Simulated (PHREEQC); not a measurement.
Consider water at 25 °C with 0.091 mol/kgw NH4HS, 0.0029 mol/kgw NaOH and 0.025 mol/kgw MnCl2. Closed to the air; pH follows from the charge balance.

Computed with PHREEQC (ion-association model, wateq4f.dat).

```csv
quantity,before,after
pH,8.22,9.98
ionic strength (mol/kgw),0.160,0.0688
```

Question: Name the change that produced these shifts.
A. MnCl2 from 0.025 to 0.05 mol/kgw
B. MnCl2 left out
C. NaOH left out
D. NH4HS left out
E. MnCl2 from 0.025 to 0.0375 mol/kgw

Answer: D, NH4HS left out

No solid was allowed to form. Some of these states are supersaturated (in MnS(Green), Pyrochroite, for instance).
